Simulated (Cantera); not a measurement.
A Cantera script and its output.

```python
import numpy as np
import cantera as ct

gas = ct.Solution("gri30.yaml")
gas.TPX = 1075, 1000000, {'CH4': 1, 'O2': 2.02, 'N2': 19.2}
reactor = ct.IdealGasConstPressureReactor(gas, energy="on", clone=False)
net = ct.ReactorNet([reactor])
net.rtol, net.atol = 1e-08, 1e-16
show = ['CH4', 'O2', 'C2H6', 'H2O2', 'C2H2', 'NO2']
times = np.geomspace(5e-06, 0.6, 11)

steps = ct.SolutionArray(gas, extra=["t"])
rows = []
print(f"{'t/s':>10s}{'T/K':>9s}{'P/Pa':>11s}" + "".join(f"{s:>11s}" for s in show))
for t in times:
    while net.time < t:
        t_next = net.step()
        steps.append(gas.state, t=t_next)
    rows.append([np.interp(t, steps.t, y) for y in (steps.T, steps.P, *steps(*show).X.T)])
    print(f"{t:10.3e}{rows[-1][0]:9.1f}{rows[-1][1]:11.4g}" + "".join(f"{x:11.3e}" for x in rows[-1][2:]))
rate = np.gradient(steps.T, steps.t)
print("integrator steps:", len(steps.t))
if steps.T.max() > steps.T[0] + 200:
    print(f"time of steepest temperature rise: {steps.t[rate.argmax()]:.4e} s")
gas.TPX = 1075, 1000000, {'CH4': 1, 'O2': 2.02, 'N2': 19.2}
gas.equilibrate("HP")
print(f"equilibrium (HP): T = {gas.T:.1f} K  " + "  ".join(f"{s} {gas[s].X[0]:.3e}" for s in show))
```

Output:

```
       t/s      T/K       P/Pa        CH4         O2       C2H6       H2O2       C2H2        NO2
 5.000e-06   1075.0      1e+06  4.500e-02  9.091e-02  9.066e-16  1.335e-12  2.311e-27  3.449e-31
 1.610e-05   1075.0      1e+06  4.500e-02  9.091e-02  3.190e-14  1.388e-11  3.842e-25  3.913e-29
 5.186e-05   1075.0      1e+06  4.500e-02  9.091e-02  1.040e-12  1.346e-10  4.698e-23  3.666e-27
 1.670e-04   1075.0      1e+06  4.500e-02  9.091e-02  3.849e-11  1.197e-09  8.152e-21  3.892e-25
 5.378e-04   1075.0      1e+06  4.500e-02  9.091e-02  1.929e-09  8.012e-09  2.967e-18  4.574e-23
 1.732e-03   1075.0      1e+06  4.500e-02  9.091e-02  1.280e-07  2.839e-08  2.461e-15  6.161e-21
 5.578e-03   1075.1      1e+06  4.499e-02  9.090e-02  1.820e-06  5.219e-08  3.245e-13  4.309e-19
 1.796e-02   1075.4      1e+06  4.493e-02  9.086e-02  1.267e-05  1.577e-07  1.731e-11  2.486e-17
 5.785e-02   2032.7      1e+06  3.235e-18  1.675e-03  1.286e-33  3.989e-08  2.008e-23  9.165e-09
 1.863e-01   2038.8      1e+06  7.658e-19  1.247e-03  3.436e-35  2.105e-08  1.848e-24  5.966e-08
 6.000e-01   2037.9      1e+06  9.091e-19  1.132e-03  4.560e-35  1.999e-08  2.198e-24  1.622e-07
integrator steps: 2361
time of steepest temperature rise: 5.7141e-02 s
equilibrium (HP): T = 2037.2 K  CH4 1.243e-18  O2 1.052e-03  C2H6 7.289e-35  H2O2 1.923e-08  C2H2 2.764e-24  NO2 2.283e-07
```

Detailed kinetics in Cantera: GRI-Mech 3.0 (53 species, 325 reactions).
